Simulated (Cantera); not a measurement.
An adiabatic, constant-volume homogeneous reactor starts with H₂ : O₂ : N₂ : H₂O = 1 : 0.943 : 3.55 : 0.18 (molar parts), equivalence ratio 0.53, at 1573 K and 0.671 atm. Integrator tolerance rtol = 1e-08.

Cantera simulation using the H2/O2 subset of GRI-Mech 3.0, which has no nitrogen chemistry; the numbers are that mechanism's predictions, not measurements.

Problem. What does this change do: initial temperature 1573 to 1325 K?

Solution. 
```tsv
quantity	before	after
time of steepest temperature rise	17.0 µs	39.6 µs
temperature at 0.300 s	2703 K	2603 K
equilibrium temperature	2703 K	2603 K
x(H₂) at 0.300 s	0.0100 (gas-phase equilibrium 0.0100)	0.00636 (gas-phase equilibrium 0.00636)
x(O₂) at 0.300 s	0.0783 (gas-phase equilibrium 0.0783)	0.0800 (gas-phase equilibrium 0.0800)
x(H₂O) at 0.300 s	0.197 (gas-phase equilibrium 0.197)	0.207 (gas-phase equilibrium 0.207)
x(OH) at 0.300 s	0.0280 (gas-phase equilibrium 0.0280)	0.0212 (gas-phase equilibrium 0.0212)
x(H) at 0.300 s	0.00556 (gas-phase equilibrium 0.00556)	0.00281 (gas-phase equilibrium 0.00281)
x(H₂O₂) at 0.300 s	6.06e-7 (gas-phase equilibrium 6.06e-7)	5.67e-7 (gas-phase equilibrium 5.67e-7)
```

Problem. What does this change do: pressure from 0.671 atm to 4.74 atm?

Solution. 
```json
[
 {"quantity": "time of steepest temperature rise", "before": "17.0 µs", "after": "2.49 µs"},
 {"quantity": "temperature at 0.300 s", "before": "2703 K", "after": "2819 K"},
 {"quantity": "equilibrium temperature", "before": "2703 K", "after": "2819 K"},
 {"quantity": "x(H₂) at 0.300 s", "before": "0.0100 (gas-phase equilibrium 0.0100)", "after": "0.00611 (gas-phase equilibrium 0.00611)"},
 {"quantity": "x(O₂) at 0.300 s", "before": "0.0783 (gas-phase equilibrium 0.0783)", "after": "0.0793 (gas-phase equilibrium 0.0793)"},
 {"quantity": "x(H₂O) at 0.300 s", "before": "0.197 (gas-phase equilibrium 0.197)", "after": "0.206 (gas-phase equilibrium 0.206)"},
 {"quantity": "x(OH) at 0.300 s", "before": "0.0280 (gas-phase equilibrium 0.0280)", "after": "0.0235 (gas-phase equilibrium 0.0235)"},
 {"quantity": "x(H) at 0.300 s", "before": "0.00556 (gas-phase equilibrium 0.00556)", "after": "0.00244 (gas-phase equilibrium 0.00244)"},
 {"quantity": "x(H₂O₂) at 0.300 s", "before": "6.06e-7 (gas-phase equilibrium 6.06e-7)", "after": "2.12e-6 (gas-phase equilibrium 2.12e-6)"}
]
```
The hydrogen kinetics of GRI-Mech 3.0 are dated; newer H2 mechanisms differ, most at raised pressure.
